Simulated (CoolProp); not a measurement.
200 sccm (0 °C, 1 atm) of nitrogen bubbles through liquid toluene at 347.1 K and leaves saturated at a total pressure of 0.15 MPa (ideal gas phase). Each further row changes one setting.

The numbers come from the reference Helmholtz-energy equation of state, Lemmon 2006 in CoolProp. It is a short technical equation, of lower accuracy than the large ones.

| case | vapour pressure (kPa) | mole fraction of vapour | delivery (mg/min) | delivery (sccm) | change of delivery for a bath 1 K warmer (%) |
|---|---|---|---|---|---|
| as stated | 31.4 | ___ | ___ | ___ | 4.7 |
| bath temperature 352.1 K | ___ | ___ | 274 | 66.6 | ___ |
| total pressure 0.3 MPa | 31.4 | ___ | 96.1 | ___ | 4.1 |

Task: What belongs in the gaps?

Result: 
- as stated, mole fraction of vapour: 0.209
- as stated, delivery (mg/min): 218
- as stated, delivery (sccm): 53.0
- bath temperature 352.1 K, vapour pressure (kPa): 37.5
- bath temperature 352.1 K, mole fraction of vapour: 0.250
- bath temperature 352.1 K, change of delivery for a bath 1 K warmer (%): 4.8
- total pressure 0.3 MPa, mole fraction of vapour: 0.105
- total pressure 0.3 MPa, delivery (sccm): 23.4
